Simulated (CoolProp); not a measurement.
A closed Brayton cycle with carbon dioxide: compressor inlet 311.15 K and 7.9 MPa, high pressure 18.1 MPa, turbine inlet 625 K, compressor efficiency 0.85, turbine efficiency 0.85, recuperator effectiveness 0.95 (on enthalpy, no pinch check). Each further row changes one setting.

Model: reference Helmholtz-energy equation of state, Span 1996, in CoolProp.

```
case                           thermal efficiency (%)  net work (kJ/kg)  compressor to turbine work  compressor exit (K)  turbine exit (K)
-----------------------------  ----------------------  ----------------  --------------------------  -------------------  ----------------
as stated                                        25.0              43.0                        0.42                368.9             543.7
turbine inlet 575 K                              21.8              35.2                        0.47                368.9             496.6
compressor inlet 321.15 K                        22.8              34.6                        0.54                389.7             543.7
high pressure 15.4 MPa                           24.3              36.9                        0.40                357.4             559.4
recuperator effectiveness 0.5                    16.3              43.0                        0.42                368.9             543.7
```
